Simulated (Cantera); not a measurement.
Hydrocarbon pyrolysis for carbon deposition

An isothermal, constant-pressure homogeneous reactor starts with 33.3 % CH₄, 66.7 % H₂, at 1375 K and 12.0 Torr.

Cantera simulation using GRI-Mech 3.0 (53 species, 325 reactions); the numbers are that mechanism's predictions, not measurements. GRI-Mech 3.0 stops at C3 and has no aromatics, soot or wall deposition, so with more carbon than oxygen in the feed, carbon stays in small species such as C2H2 where larger ones or solid carbon would form. Radical loss at walls, strong at low pressure, is not modelled.

| t (s) | x CH₄ | x H₂ | x CH₃ | x C₂H₄ | x H | x C₂H | x C₂H₂ |
|---|---|---|---|---|---|---|---|
| 1.00e-5 | 0.333 | 0.667 | 3.00e-9 | <1e-12 | 1.80e-9 | <1e-12 | <1e-12 |
| 6.45e-5 | 0.333 | 0.667 | 2.56e-8 | <1e-12 | 5.33e-9 | <1e-12 | <1e-12 |
| 0.000416 | 0.333 | 0.667 | 1.79e-7 | <1e-12 | 2.07e-8 | <1e-12 | <1e-12 |
| 0.00268 | 0.333 | 0.667 | 1.17e-6 | 4.02e-11 | 1.20e-7 | <1e-12 | <1e-12 |
| 0.0173 | 0.333 | 0.667 | 7.51e-6 | 1.13e-8 | 7.56e-7 | <1e-12 | 9.70e-12 |
| 0.112 | 0.333 | 0.667 | 4.12e-5 | 2.79e-6 | 4.15e-6 | <1e-12 | 3.03e-8 |
| 0.721 | 0.333 | 0.667 | 8.69e-5 | 0.000186 | 8.75e-6 | <1e-12 | 3.36e-5 |
| 4.65 | 0.328 | 0.670 | 8.69e-5 | 0.000673 | 8.93e-6 | 1.62e-11 | 0.00151 |
| 30.0 | 0.297 | 0.689 | 8.07e-5 | 0.000742 | 9.41e-6 | 1.43e-10 | 0.0130 |
x: mole fraction; the columns are a selection and need not sum to one.

Equilibrium at this temperature and pressure: CH₄ 0.0163, H₂ 0.865, CH₃ 9.50e-6, C₂H₄ 0.00179, H 2.54e-5, C₂H 2.78e-9, C₂H₂ 0.117 (gas phase only).
